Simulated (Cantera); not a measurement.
Charge: 1 mol Si, 0.66 mol H2, 0.52 mol HCl, at 598.15 K and 750 Torr.

These are equilibrium values from Cantera (NASA tables, ideal gas, pure condensed phases), not measurements of a reactor. Candidate condensed phases: Si; 19 gas species. Rates play no part.

What is the equilibrium state?


```json
{
 "x(H2)": "0.859",
 "x(SiCl4)": "0.0827",
 "x(SiHCl3)": "0.0561",
 "x(SiH2Cl2)": "0.00189",
 "x(HCl)": "3.34e-5",
 "x(SiH3Cl)": "1.25e-5",
 "n(Si(s))": "0.855 mol",
 "gas_amount": "1.035 mol"
}
```
